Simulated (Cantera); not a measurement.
A Cantera script and what it prints.

```python
import numpy as np
import cantera as ct

gas_names = """
    C CN CO CO2 C2 CCN CNC C2N2 C2O C3 C3O2 C4 C4N2 C5 Fe FeC5O5 FeO N NCO NO NO2 NO3 N2 N2O O O2 O3
""".split()
cond_names = """
    C(gr) Fe(a) Fe(c) Fe(d) Fe(L) FeC5O5(L) FeO(s) FeO(L) Fe2O3(s) Fe3O4(s)
""".split()


# ... load() reads the species with a 1 bar reference pressure and builds the phases ...
atoms = {
    'Fe(CO)5': {'Fe': 1, 'C': 5, 'O': 5},
    'CO': {'C': 1, 'O': 1},
    'N2': {'N': 2},
}
top_T = {'C(gr)': 4500, 'Fe2O3(s)': 1830, 'Fe3O4(s)': 1870}  # K; cautious upper limits of use, not melting points


# ... equilibrate(T, P, feed) seeds the gas with the atoms and calls Mixture.equilibrate('TP', solver="vcs", rtol=1e-11, max_steps=5000) ...
results = []
feed = {'Fe(CO)5': 1, 'CO': 1.9, 'N2': 51}  # mol
for P in [10, 68, 460, 3200, 22000, 150000, 1000000]:
    for T in [1273, 1298, 1323, 1348, 1373, 1398, 1423, 1448, 1473, 1498, 1523, 1548, 1573, 1598]:
        mix = equilibrate(T, P, feed)
        results.append((T, P, feed, dict(zip(mix.species_names, mix.species_moles))))

for T, P, feed, n in results:
    print(f"{T:7g} {P:10.4g}  " + (" + ".join(c for c in cond_names if n.get(c, 0) > 1e-12) or "gas only"))
```

It prints:

```
   1273         10  C(gr) + Fe(c)
   1298         10  C(gr) + Fe(c)
   1323         10  C(gr) + Fe(c)
   1348         10  C(gr) + Fe(c)
   1373         10  C(gr) + Fe(c)
   1398         10  C(gr) + Fe(c)
   1423         10  Fe(c)
   1448         10  Fe(c)
   1473         10  Fe(c)
   1498         10  Fe(c)
   1523         10  Fe(c)
   1548         10  Fe(c)
   1573         10  Fe(c)
   1598         10  Fe(c)
   1273         68  C(gr) + Fe(c)
   1298         68  C(gr) + Fe(c)
   1323         68  C(gr) + Fe(c)
   1348         68  C(gr) + Fe(c)
   1373         68  C(gr) + Fe(c)
   1398         68  C(gr) + Fe(c)
   1423         68  C(gr) + Fe(c)
   1448         68  C(gr) + Fe(c)
   1473         68  C(gr) + Fe(c)
   1498         68  Fe(c)
   1523         68  Fe(c)
   1548         68  Fe(c)
   1573         68  Fe(c)
   1598         68  Fe(c)
   1273        460  C(gr) + Fe(c)
   1298        460  C(gr) + Fe(c)
   1323        460  C(gr) + Fe(c)
   1348        460  C(gr) + Fe(c)
   1373        460  C(gr) + Fe(c)
   1398        460  C(gr) + Fe(c)
   1423        460  C(gr) + Fe(c)
   1448        460  C(gr) + Fe(c)
   1473        460  C(gr) + Fe(c)
   1498        460  C(gr) + Fe(c)
   1523        460  C(gr) + Fe(c)
   1548        460  C(gr) + Fe(c)
   1573        460  Fe(c)
   1598        460  Fe(c)
   1273       3200  C(gr) + Fe(c)
   1298       3200  C(gr) + Fe(c)
   1323       3200  C(gr) + Fe(c)
   1348       3200  C(gr) + Fe(c)
   1373       3200  C(gr) + Fe(c)
   1398       3200  C(gr) + Fe(c)
   1423       3200  C(gr) + Fe(c)
   1448       3200  C(gr) + Fe(c)
   1473       3200  C(gr) + Fe(c)
   1498       3200  C(gr) + Fe(c)
   1523       3200  C(gr) + Fe(c)
   1548       3200  C(gr) + Fe(c)
   1573       3200  C(gr) + Fe(c)
   1598       3200  C(gr) + Fe(c)
   1273    2.2e+04  C(gr) + Fe(c)
   1298    2.2e+04  C(gr) + Fe(c)
   1323    2.2e+04  C(gr) + Fe(c)
   1348    2.2e+04  C(gr) + Fe(c)
   1373    2.2e+04  C(gr) + Fe(c)
   1398    2.2e+04  C(gr) + Fe(c)
   1423    2.2e+04  C(gr) + Fe(c)
   1448    2.2e+04  C(gr) + Fe(c)
   1473    2.2e+04  C(gr) + Fe(c)
   1498    2.2e+04  C(gr) + Fe(c)
   1523    2.2e+04  C(gr) + Fe(c)
   1548    2.2e+04  C(gr) + Fe(c)
   1573    2.2e+04  C(gr) + Fe(c)
   1598    2.2e+04  C(gr) + Fe(c)
   1273    1.5e+05  C(gr) + Fe(c)
   1298    1.5e+05  C(gr) + Fe(c)
   1323    1.5e+05  C(gr) + Fe(c)
   1348    1.5e+05  C(gr) + Fe(c)
   1373    1.5e+05  C(gr) + Fe(c)
   1398    1.5e+05  C(gr) + Fe(c)
   1423    1.5e+05  C(gr) + Fe(c)
   1448    1.5e+05  C(gr) + Fe(c)
   1473    1.5e+05  C(gr) + Fe(c)
   1498    1.5e+05  C(gr) + Fe(c)
   1523    1.5e+05  C(gr) + Fe(c)
   1548    1.5e+05  C(gr) + Fe(c)
   1573    1.5e+05  C(gr) + Fe(c)
   1598    1.5e+05  C(gr) + Fe(c)
   1273      1e+06  C(gr) + Fe(c)
   1298      1e+06  C(gr) + Fe(c)
   1323      1e+06  C(gr) + Fe(c)
   1348      1e+06  C(gr) + Fe(c)
   1373      1e+06  C(gr) + Fe(c)
   1398      1e+06  C(gr) + Fe(c)
   1423      1e+06  C(gr) + Fe(c)
   1448      1e+06  C(gr) + Fe(c)
   1473      1e+06  C(gr) + Fe(c)
   1498      1e+06  C(gr) + Fe(c)
   1523      1e+06  C(gr) + Fe(c)
   1548      1e+06  C(gr) + Fe(c)
   1573      1e+06  C(gr) + Fe(c)
   1598      1e+06  C(gr) + Fe(c)
```

Method: chemical equilibrium by Gibbs-energy minimisation in Cantera with the NASA 1993 tables (ideal gas, pure condensed phases). Iron dissolves carbon and melts from about 1420 K in contact with it, which pure phases cannot show. Condensed phases not in the tables: cementite and carbon dissolved in iron.
